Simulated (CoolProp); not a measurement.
Saturated liquid density (kg/m³) of C2F6 (R116): the reference equation beside estimates from Tc = 19.9 °C, pc = 3048 kPa, ω = 0.257.

Model: reference Helmholtz-energy equation of state, Lemmon 2006, in CoolProp. It is a short technical equation, of lower accuracy than the large ones.

| T (°C) | reference | van der Waals | Redlich-Kwong | Soave-Redlich-Kwong |
|---|---|---|---|---|
| -52.05 | ___ | 935.9 | 1340 | 1402 |
| -48.35 | ___ | 923.6 | 1318 | 1380 |
| -44.55 | 1443 | 910.6 | 1295 | 1357 |
| -40.75 | 1422 | 897.1 | ___ | 1333 |
| -36.95 | ___ | 883.2 | ___ | ___ |
| -33.15 | ___ | 868.8 | 1219 | 1282 |
| -29.45 | 1357 | 854.2 | 1193 | ___ |
| -25.65 | 1333 | 838.6 | 1165 | 1226 |

### Question
Some entries are withheld; supply them.

### Answer

- -52.05, reference: 1482
- -48.35, reference: 1463
- -40.75, Redlich-Kwong: 1271
- -36.95, reference: 1401
- -36.95, Redlich-Kwong: 1245
- -36.95, Soave-Redlich-Kwong: 1308
- -33.15, reference: 1379
- -29.45, Soave-Redlich-Kwong: 1255

Absolute difference from the reference over all 8 rows, mean and median: van der Waals 37.0 and 36.9 %, Redlich-Kwong 11.0 and 10.9 %, Soave-Redlich-Kwong 6.6 and 6.4 %.
